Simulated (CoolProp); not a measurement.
Vapour pressure (bar) of C3F8 (R218): the reference equation beside estimates from Tc = 345.0 K, pc = 26.40 bar, ω = 0.317.

Computed with CoolProp (reference Helmholtz-energy equation of state, Lemmon 2006). It is a short technical equation, of lower accuracy than the large ones.

```
T (K)  reference  Lee-Kesler  van der Waals  Soave-Redlich-Kwong
-----  ---------  ----------  -------------  -------------------
189.6    0.06448     0.06252          1.355              0.06372
195.4    0.09895     0.09632          1.630              0.09783
201.2     0.1474      0.1441          1.942               0.1459
207       0.2139      0.2099          2.293               0.2119
212.7     0.3012      0.2967          2.677               0.2986
218.5     0.4174      0.4128          3.111               0.4145
224.3     0.5670      0.5626          3.590               0.5639
230.1     0.7564      0.7528          4.115               0.7533
235.9     0.9923      0.9902          4.689               0.9899
241.7      1.282       1.282          5.313                1.281
247.4      1.627       1.630          5.977                1.629
```

Absolute difference from the reference over all 11 rows, mean and median: Lee-Kesler 1.3 and 1.1 %, van der Waals 827.6 and 645.3 %, Soave-Redlich-Kwong 0.7 and 0.7 %.
